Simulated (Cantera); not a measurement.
Stirred combustor or abatement burner

A perfectly stirred reactor is fed with 6.14 % CH4, 1.23 % C2H6, 25.1 % O2, 67.5 % N2, at 16.0 bar; it is adiabatic with a 400 K inlet, and is followed from long to short residence time, starting on the burning branch (τ in s: 0.49, 0.17, 0.061, 0.022, 0.0076, 0.0027, 0.00095, 0.00034, 0.00012, 4.2e-05, 1.5e-05, 5.2e-06).

Model: GRI-Mech 3.0 (53 species, 325 reactions), integrated in Cantera. The pressure lies above the range GRI-Mech 3.0 was tuned for (to about 10 atm).

```
τ (s)    T (K)     x CH4   x C2H6    x O2   x C2H2     x CH2     x HCO   x H2O2
-------  -----  --------  -------  ------  -------  --------  --------  -------
0.49      2156   7.24e-8  2.37e-9  0.0817  8.33e-9  6.25e-10  2.17e-10  5.41e-7
0.17      2159   2.05e-7  6.70e-9  0.0824  2.33e-8   1.81e-9  5.98e-10  5.48e-7
0.061     2162   5.58e-7  1.83e-8  0.0832  6.28e-8   5.05e-9   1.64e-9  5.57e-7
0.022     2164   1.51e-6  4.97e-8  0.0838  1.68e-7   1.40e-8   4.53e-9  5.67e-7
0.0076    2165   4.24e-6  1.41e-7  0.0842  4.65e-7   4.03e-8   1.31e-8  5.81e-7
0.0027    2163   1.12e-5  3.85e-7  0.0844  1.20e-6   1.11e-7   3.68e-8  6.13e-7
0.00095   2157   2.81e-5  1.03e-6  0.0847  2.82e-6   3.01e-7   1.05e-7  6.91e-7
0.00034   2143   6.45e-5  2.58e-6  0.0854  5.67e-6   7.67e-7   2.94e-7  8.62e-7
0.00012   2116  0.000145  6.40e-6  0.0868  1.00e-5   1.87e-6   8.48e-7  1.20e-6
4.2e-5    2060  0.000359  1.71e-5  0.0903  1.69e-5   4.34e-6   2.50e-6  1.87e-6
1.5e-5     400    0.0614   0.0123   0.251   <1e-12    <1e-12    <1e-12   <1e-12
5.2e-6     400    0.0614   0.0123   0.251   <1e-12    <1e-12    <1e-12   <1e-12
```
x: mole fraction; the columns are a selection and need not sum to one.
